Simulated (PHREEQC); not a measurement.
A made-up water analysis in mg/L, 90 °C, pH 6.78, pe 2: Na 2490; K 199; Ca 12.5; Mg 203; Cl 4600; S(6) as SO4 229; Alkalinity as HCO3 1.09; F 1.12.

Valence states are taken as typed.

Computed with PHREEQC (ion-association model, phreeqc.dat).

This is a speciation only: nothing precipitates in the calculation.

Question: Order these S species by the share of S that they hold, largest first: CaSO4, KSO4-, SO4-2, NaSO4-, MgSO4.

Answer: SO4-2 (53 %), MgSO4 (34 %), NaSO4- (12 %), KSO4- (1.3 %), CaSO4 (0.37 %)

The pH is 6.78 and the ionic strength 0.141 mol/kgw. Complexes and solids missing from the database can't appear. At this temperature some constants are extrapolated from 25 °C, and those without enthalpy data are left unchanged.
